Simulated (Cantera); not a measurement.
Cantera run:

```python
import numpy as np
import cantera as ct

gas_names = """
    CL CLF CLF3 CL2 F F2 N NF NF2 NF3 N2 Si SiCL SiCL2 SiCL3 SiCL4 SiF SiF2 SiF3 SiF4 SiN Si2 Si2N Si3
""".split()
cond_names = """
    Si(cr) Si(L) Si3N4(a)
""".split()


# ... load() reads the species with a 1 bar reference pressure and builds the phases ...
atoms = {
    'Si': {'Si': 1},
    'Cl2': {'CL': 2},
    'NF3': {'N': 1, 'F': 3},
}
top_T = {'Si3N4(a)': 2400}  # K; cautious upper limits of use, not melting points


# ... equilibrate(T, P, feed) seeds the gas with the atoms and calls Mixture.equilibrate('TP', solver="vcs", rtol=1e-11, max_steps=5000) ...
results = []
feed = {'Si': 1, 'Cl2': 1.2, 'NF3': 1.5}  # mol
T = 1625  # K
P = 44000  # Pa
mix = equilibrate(T, P, feed)
results.append((T, P, feed, dict(zip(mix.species_names, mix.species_moles))))
x = sorted(zip(gas.X, gas.species_names), reverse=True)
print(f"T = {T:g} K  P = {P:g} Pa  gas = {mix.phase_moles(0):.4g} mol")
print("   x: " + "  ".join(f"{s} {v:.3e}" for v, s in x if v > 0.001))
print("   condensed (mol): " + ("  ".join(f"{mix.phase(i).name} {mix.phase_moles(i):.4g}"
      for i in range(1, mix.n_phases) if mix.phase_moles(i) > 1e-12) or "none"))
```

Result:

```
T = 1625 K  P = 44000 Pa  gas = 3.401 mol
   x: SiF4 2.940e-01  CL2 2.438e-01  N2 2.205e-01  CLF 1.235e-01  CL 9.465e-02  F 2.351e-02
   condensed (mol): none
```

Equilibrium computed with Cantera from the NASA thermochemical tables; the gas is ideal and each condensed phase is pure.
